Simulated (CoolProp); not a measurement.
Vapour-liquid equilibrium of n-hexane (1) + o-xylene (2) at 443.2 K; x and y are mole fractions of (1).

Model: multi-fluid Helmholtz-energy mixture model, Thol 2019 and Zhou 2012; pair parameters Bell 2016, in CoolProp.

| x | bubble pressure (MPa) | y at the bubble point | dew pressure at overall composition x (MPa) | liquid density (mol/L) |
|---|---|---|---|---|
| 0.05 | 0.2391 | 0.226 | 0.2000 | 6.959 |
| 0.125 | 0.3096 | 0.433 | 0.2150 | 6.886 |
| 0.2 | 0.3782 | 0.563 | 0.2324 | 6.810 |
| 0.275 | 0.4453 | 0.653 | 0.2527 | 6.731 |
| 0.35 | 0.5109 | 0.719 | 0.2769 | 6.647 |
| 0.425 | 0.5755 | 0.771 | 0.3059 | 6.560 |
| 0.5 | 0.6395 | 0.813 | 0.3415 | 6.469 |
| 0.575 | 0.7032 | 0.848 | 0.3860 | 6.373 |
| 0.65 | 0.7674 | 0.880 | 0.4430 | 6.271 |
| 0.725 | 0.8326 | 0.908 | 0.5179 | 6.164 |
| 0.8 | 0.8997 | 0.934 | 0.6189 | 6.049 |
| 0.875 | 0.9693 | 0.959 | 0.7571 | 5.926 |
| 0.95 | 1.043 | 0.984 | 0.9432 | 5.794 |

No azeotrope shows between x = 0.05 and 0.95.

Pair parameters are fitted to limited data, so mixtures are less certain than the pure fluids. The gap from Raoult's law changes sign with composition, which may be real or a fault of the pair parameters; it wasn't checked against measurements.
